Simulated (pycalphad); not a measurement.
Computed with pycalphad from the COST 507 light-alloy database (1999), at 1 atm. The database dates from 1999; later assessments differ in places, in temperatures and in the compounds included.

**Al-19.9Mn-10.13Si (wt.%): equilibrium cooling sequence**

| T (°C) | phases above | phases below |
|---|---|---|
| 894.2 | LIQUID | ALMNSI_BETA + LIQUID |
| 739.9 | ALMNSI_BETA + LIQUID | ALMNSI_ALPHA + LIQUID |
| 604.5 | ALMNSI_ALPHA + LIQUID | ALMNSI_ALPHA + FCC_A1 + LIQUID |
| 576.4 | ALMNSI_ALPHA + FCC_A1 + LIQUID | ALMNSI_ALPHA + DIAMOND_A4 + FCC_A1 |

Changes were sought between steps of 75 K, so a narrower field can be missed.

Database names, with the compositions (at.%) that they take in these runs: ALMNSI_BETA: Al 64 Mn 23 Si 13; ALMNSI_ALPHA: Al 70 Mn 17 Si 12. FCC_A1 is fcc; DIAMOND_A4 is diamond (Si).
